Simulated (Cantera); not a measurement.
Mixture: 2.93 % CO, 3.80 % H₂, 4.39 % CH₄, 18.7 % O₂, 70.2 % N₂, at 1.00 atm, adiabatic and at constant volume. Ignition delay is the time to a rise of 400 K.

Computed with Cantera and GRI-Mech 3.0 (53 species, 325 reactions). Below about 1000 K GRI-Mech 3.0 lacks low-temperature oxidation paths.

Problem. Predict: delay at 975 K; delay at 1050 K; delay at 1125 K; delay at 1200 K; delay at 1275 K; delay at 1350 K; apparent activation energy between 1200 and 1350 K.

Solution. 
- delay at 975 K = 9.32 ms
- delay at 1050 K = 3.02 ms
- delay at 1125 K = 1.37 ms
- delay at 1200 K = 0.706 ms
- delay at 1275 K = 0.397 ms
- delay at 1350 K = 0.240 ms
- apparent activation energy between 1200 and 1350 K = 97 kJ/mol
